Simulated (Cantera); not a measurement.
Counterflow diffusion flame

A counterflow diffusion flame at 1.00 bar, nozzles 20 mm apart: fuel side CO : H2 : CH4 = 1 : 0.092 : 0.098 (molar parts) at 375 K, oxidiser side O2 : N2 = 0.21 : 0.79 (molar parts) at 675 K, fuel mass flux 1.1 times the oxidiser's; mixture-averaged transport, no radiation.

Detailed kinetics in Cantera: GRI-Mech 3.0 (53 species, 325 reactions). GRI-Mech 3.0 has no aromatics or soot, which form on the fuel side of real flames. The maximum strain rate includes the flame's own expansion and is several times the mean.

```csv
oxidiser flux (kg/m²/s),max strain (1/s),mean strain (1/s),T max (K),peak x OH,peak x H,peak x NO,peak x CO,peak x C2H2
0.6,353,99.5,2111,0.00815,0.00709,0.000170,0.842,0.00281
0.8,461,133,2078,0.00810,0.00770,0.000147,0.843,0.00286
1.1,622,182,2042,0.00798,0.00837,0.000126,0.843,0.00287
1.4,781,232,2016,0.00785,0.00887,0.000111,0.843,0.00284
1.9,1040,315,1984,0.00766,0.00952,9.52e-5,0.842,0.00274
2.5,1350,415,1957,0.00746,0.0100,8.13e-5,0.842,0.00258
3.3,1760,547,1928,0.00717,0.0105,6.75e-5,0.842,0.00235
4.4,2320,730,1896,0.00681,0.0109,5.37e-5,0.842,0.00202
5.8,3020,962,1862,0.00639,0.0111,4.11e-5,0.843,0.00164
7.7,3960,1280,1824,0.00588,0.0111,2.94e-5,0.843,0.00121
```
x: mole fraction; the columns are a selection and need not sum to one.
